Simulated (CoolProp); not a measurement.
Vapour-liquid equilibrium of R143a (1) + dimethyl ether (2) at 287.7 K; x and y are mole fractions of (1).

Model: multi-fluid Helmholtz-energy mixture model, Lemmon and Jacobsen 2000 and Wu 2011; pair parameters Bell 2016, in CoolProp.

**Question.** Give the bubble pressure and the first vapour's composition at x = 0.05, 0.35, 0.5. Is there an azeotrope?

**Answer.** x = 0.05: 0.4620 MPa, y = 0.106; x = 0.35: 0.6295 MPa, y = 0.522; x = 0.5: 0.7062 MPa, y = 0.659. No azeotrope shows between x = 0.05 and 0.95.

Pair parameters are fitted to limited data, so mixtures are less certain than the pure fluids.
